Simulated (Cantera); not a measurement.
Feed: 1 mol HF, a varied amount of H2O, 30 mol N2, at 3325 K and 3.10 mbar.

These are equilibrium values from Cantera (NASA tables, ideal gas, pure condensed phases), not measurements of a reactor. Candidate condensed phases: H2O; 40 gas species. Equilibrium is a limit: real reactors are often held back by kinetics, nucleation or transport.

At 0.29 mol H2O, list the 5 most abundant gas species with their mole fractions, and the condensed phases.

N2 0.913, H 0.0456, F 0.0280, O 0.00857, HF 0.00248. Condensed: gas only.
